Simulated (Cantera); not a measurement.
Charge: 1 mol SiCl4, 230 mol H2, held at 0.00400 bar.

These are equilibrium values from Cantera (NASA tables, ideal gas, pure condensed phases), not measurements of a reactor. Candidate condensed phases: Si; 19 gas species. Equilibrium is a limit: real reactors are often held back by kinetics, nucleation or transport. All values below are at 1423 K.

Base state: H2 0.983, HCl 0.0157, SiCl2 0.000757, H 0.000104 (mole fractions); condensed: Si(s).

Q: What changes in the equilibrium state with this change: 0.83 mol H2O added?

A: 
| species | before | after |
|---|---|---|
| H2 | 0.983 | 0.980 |
| HCl | 0.0157 | 0.0157 |
| SiO | 0 | 0.00355 |
| SiCl2 | 0.000757 | 0.000723 |
| H | 0.000104 | 0.000104 |
| Si(s), mol | 0.823 | 0 |
Further candidate phases: H2O, SiO2.
